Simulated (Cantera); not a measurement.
## Ignition delay

Mixture: CH3OH : O2 : N2 : H2O = 1 : 0.789 : 2.97 : 0.2 (molar parts), equivalence ratio 1.9, at 41000 Pa, adiabatic and at constant volume. Ignition delay is the time to a rise of 400 K.

Computed with Cantera and GRI-Mech 3.0 (53 species, 325 reactions). GRI-Mech 3.0 was tuned for natural gas; its chemistry of methanol as a main component is partial and can be far from experiment.

```csv
T0 (K),delay (ms)
1225,10.7
1325,2.50
1425,0.733
1525,0.262
1625,0.110
1725,0.0527
1825,0.0280
1925,0.0163
2025,0.0102
```

- apparent activation energy between 1825 and 2025 K = 160 kJ/mol
